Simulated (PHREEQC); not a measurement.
Make-up at 25 °C: 0.0089 mol KOH and 3.3e-06 mol CO2 per kg of water. Closed to the air; pH follows from the charge balance.

The numbers come from PHREEQC with the Pitzer model, pitzer.dat.

Each row changes one thing in this solution. No solid was allowed to form.

```
case                                            pH  HCO3- (mol/kgw)
-------------------------------------------  -----  ---------------
as made                                      11.90          6.51e-8
diluted 10-fold with water                       …          6.20e-8
CO2 from 3.3e-06 to 6.6e-06 mol/kgw          11.90          1.30e-7
KOH from 0.0089 to 0.0134 mol/kgw            12.07                …
KOH from 0.0089 to 0.0445 mol/kgw            12.57          1.08e-8
diluted 2-fold with water                        …          6.75e-8
temperature from 25 to 90 °C                     …          1.08e-6
CO2 replaced by Li2CO3 at the same molality  11.90          6.51e-8
```

### Question
What belongs in the gaps?

### Answer

- diluted 10-fold with water, pH: 10.93
- KOH from 0.0089 to 0.0134 mol/kgw, HCO3- (mol/kgw): 4.17e-8
- diluted 2-fold with water, pH: 11.61
- temperature from 25 to 90 °C, pH: 10.31

Constants without temperature data keep their 25 °C values here.
